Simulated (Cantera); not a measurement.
Charge: 1 mol AlN, 0.078 mol H₂O, 0.61 mol O₂, 0.32 mol HCl, at 110000 Pa.

Points: T (K) = 725, 775, 825, 875, 925, 975, 1025, 1075, 1125, 1175, 1225, 1275, 1325, 1375.

Cantera's Mixture.equilibrate('TP', solver="vcs", rtol=1e-11, max_steps=5000) on the NASA tables stopped like this:

```
ERROR: FAILURE its = 5001!

*******************************************************************************
CanteraError thrown by MultiPhase::equilibrate:
VCS solver failed. Return code: -1
*******************************************************************************
```

Q: What got this run through?

A: Several could match; the one computed here: The failure is numerical, not chemical. The same input converged with solver="gibbs", rtol=1e-10, max_steps=50000, and the result passed a check of the equilibrium conditions:
```
log10 of partial pressures in bar; condensed amounts in mol
       T/K        N2        H2     ALCL3       HCL    AL2CL6       NH3     ALCL2      ALCL    ALN(s)  AL2O3(a)
       725    -0.188    -0.558    -1.383    -1.019    -1.439    -3.095   -10.987   -17.003   0.05131    0.4327
       775    -0.194    -0.569    -1.201    -0.986    -1.629    -3.362    -9.875   -15.303   0.05343    0.4327
       825    -0.198    -0.576    -1.089    -0.972    -1.888    -3.594    -8.930   -13.826   0.05451    0.4327
       875    -0.201    -0.579    -1.028    -0.971    -2.192    -3.796    -8.122   -12.534   0.05473    0.4327
       925    -0.202    -0.580    -0.999    -0.977    -2.509    -3.973    -7.418   -11.392   0.05446    0.4327
       975    -0.203    -0.579    -0.983    -0.985    -2.814    -4.131    -6.795   -10.372   0.05399    0.4327
      1025    -0.203    -0.577    -0.975    -0.994    -3.098    -4.273    -6.237    -9.456   0.05348    0.4327
      1075    -0.203    -0.576    -0.969    -1.003    -3.358    -4.401    -5.734    -8.626   0.05298    0.4327
      1125    -0.202    -0.574    -0.965    -1.011    -3.595    -4.519    -5.278    -7.872   0.05252    0.4327
      1175    -0.202    -0.573    -0.962    -1.019    -3.812    -4.627    -4.861    -7.184   0.05209    0.4327
      1225    -0.202    -0.572    -0.960    -1.026    -4.010    -4.727    -4.479    -6.553   0.05169    0.4327
      1275    -0.202    -0.571    -0.958    -1.033    -4.191    -4.819    -4.128    -5.972   0.05133    0.4327
      1325    -0.202    -0.570    -0.956    -1.039    -4.358    -4.904    -3.804    -5.436   0.05098    0.4327
      1375    -0.202    -0.569    -0.955    -1.044    -4.512    -4.984    -3.505    -4.940   0.05064    0.4327
```

The gas is ideal and each condensed phase is pure. Mutual solubility and eutectic melting of coexisting phases are not modelled. The tables' values for AlCl2 are old estimates; treat these amounts as uncertain. Condensed phases not in the tables: AlOCl.
